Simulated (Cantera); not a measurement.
MgO + NF₃ + N₂ (oxide etching and cleaning by halides)

Input: 1 mol MgO, 0.61 mol NF₃, a varied amount of N₂, equilibrated at 1500 °C and 100 Torr.

These are equilibrium values from Cantera (NASA tables, ideal gas, pure condensed phases), not measurements of a reactor. Candidate condensed phases: Mg, MgF₂, MgO; 24 gas species. Mutual solubility and eutectic melting of coexisting phases are not modelled. Kinetics and transport are ignored.

| n(N₂) (mol) | log p N₂ | log p O₂ | log p MgF₂ | log p NO | log p O | log p Mg₂F₄ | log p F | log p MgF | n MgF₂(l) | n MgO(s) |
|---|---|---|---|---|---|---|---|---|---|---|
| 9.8 | -0.90 | -2.26 | -2.56 | -3.61 | -5.16 | -5.76 | -5.91 | -6.79 | 0.692 | 0.0850 |
| 17 | -0.90 | -2.49 | -2.56 | -3.72 | -5.27 | -5.76 | -5.97 | -6.74 | 0.540 | 0.0851 |
| 25 | -0.89 | -2.65 | -2.56 | -3.80 | -5.35 | -5.76 | -6.01 | -6.70 | 0.371 | 0.0851 |
| 32 | -0.89 | -2.76 | -2.56 | -3.85 | -5.41 | -5.76 | -6.03 | -6.67 | 0.223 | 0.0851 |
| 39 | -0.89 | -2.84 | -2.56 | -3.90 | -5.45 | -5.76 | -6.06 | -6.65 | 0.0756 | 0.0851 |
| 47 | -0.89 | -2.92 | -2.60 | -3.94 | -5.49 | -5.84 | -6.10 | -6.65 | 0 | 0.0851 |
| 54 | -0.89 | -2.98 | -2.66 | -3.97 | -5.52 | -5.96 | -6.14 | -6.66 | 0 | 0.0851 |
| 62 | -0.88 | -3.04 | -2.72 | -3.99 | -5.55 | -6.07 | -6.18 | -6.68 | 0 | 0.0851 |
| 69 | -0.88 | -3.09 | -2.76 | -4.02 | -5.57 | -6.16 | -6.22 | -6.69 | 0 | 0.0851 |
| 76 | -0.88 | -3.13 | -2.80 | -4.04 | -5.59 | -6.25 | -6.25 | -6.70 | 0 | 0.0851 |
| 84 | -0.88 | -3.18 | -2.85 | -4.06 | -5.61 | -6.33 | -6.28 | -6.71 | 0 | 0.0851 |
| 91 | -0.88 | -3.21 | -2.88 | -4.08 | -5.63 | -6.40 | -6.31 | -6.72 | 0 | 0.0851 |
| 99 | -0.88 | -3.25 | -2.92 | -4.10 | -5.65 | -6.47 | -6.34 | -6.73 | 0 | 0.0851 |
log p: log10 of the partial pressure in bar; n: condensed amount in mol.

From 9.8 mol N₂ to 39 mol N₂ the condensed part is MgF₂(l) + MgO(s). From 47 mol N₂ to 99 mol N₂ the condensed part is MgO(s). The main Mg-bearing gas is MgF₂ throughout.
